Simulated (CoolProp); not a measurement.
Saturation properties of C2F6 (R116) (Tc = 293.0 K, pc = 3.048 MPa, ω = 0.257).

The numbers come from the reference Helmholtz-energy equation of state, Lemmon 2006 in CoolProp. It is a short technical equation, of lower accuracy than the large ones.

| T (K) | p (MPa) | liquid density (kg/m³) | liquid cp (kJ/(kg K)) | vapour Z | liquid viscosity (µPa s) |
|---|---|---|---|---|---|
| 199.8 | 0.1298 | 1584 | 0.9540 | 0.9462 | 388 |
| 209.3 | 0.2053 | 1540 | ? | 0.9258 | 328 |
| 218.8 | ? | 1494 | 1.010 | 0.9008 | 280 |
| 228.3 | ? | 1445 | 1.045 | 0.8709 | 239 |
| 237.8 | 0.6367 | 1392 | 1.087 | 0.8354 | 204 |
| 247.3 | 0.8727 | 1334 | 1.139 | 0.7935 | 174 |
| 256.8 | 1.168 | 1270 | 1.210 | 0.7439 | 146 |
| 266.3 | 1.532 | 1197 | 1.318 | 0.6844 | 122 |

Problem. Some entries are withheld; supply them.

Solution. 
- 209.3, liquid cp (kJ/(kg K)): 0.9805
- 218.8, p (MPa): 0.3104
- 228.3, p (MPa): 0.4518

It boils at 195.1 K under 1 atm.

Viscosity comes from a separate model (Huber 2003), an estimate that may be off by 10 % or more.
